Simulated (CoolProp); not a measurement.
Vapour-liquid equilibrium of carbon dioxide (1) + R227EA (2) at 521 kPa; x and y are mole fractions of (1).

The numbers come from the multi-fluid Helmholtz-energy mixture model, Span 1996 and Lemmon 2016; pair parameters Bell 2016 in CoolProp.

```csv
x,"bubble temperature, mixture model (K)","bubble temperature, Raoult's law (K)","y, mixture model","y, Raoult's law"
0.05,289.9,285.2,0.327,0.454
0.2,260.9,256.8,0.789,0.845
0.35,244.5,242.4,___,0.935
0.5,___,233.3,___,0.969
0.65,227.7,226.8,0.979,0.985
0.8,222.4,221.9,0.991,0.994
0.95,218.0,217.9,0.998,0.999
```

### Question
Fill in the missing entries.

### Answer

- 0.35, y, mixture model: 0.914
- 0.5, bubble temperature, mixture model (K): 234.5
- 0.5, y, mixture model: 0.958

The largest gap from Raoult's law is +4.7 K in bubble temperature, at x = 0.05. No azeotrope shows between x = 0.05 and 0.95.

The pair parameters rest on a limited set of measurements; away from them the model extrapolates.
